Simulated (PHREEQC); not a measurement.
0.42 g of hydrous ferric oxide (600 m²/g; 0.2 weak and 0.005 strong sites per Fe, Dzombak-Morel constants, diffuse double layer) in 1 kg of water with 0.3 mol/kgw of an inert sodium salt, at 25 °C; the pH is set by adding NaOH or the inert anion's acid. O2 is buffered at 0.21 atm. CO2 from the air is kept out. No solid was allowed to form.

All values are PHREEQC results (ion-association model, wateq4f.dat), not measurements.

Question: Predict surface charge σ (C/m²), surface potential ψ (mV) at pH = 8, 11.33.

Answer: 
```json
[
 {"pH": "8", "surface charge σ (C/m²)": "0.006", "surface potential ψ (mV)": "5"},
 {"pH": "11.33", "surface charge σ (C/m²)": "-0.282", "surface potential ψ (mV)": "-112"}
]
```

Species that the database lacks are ignored.
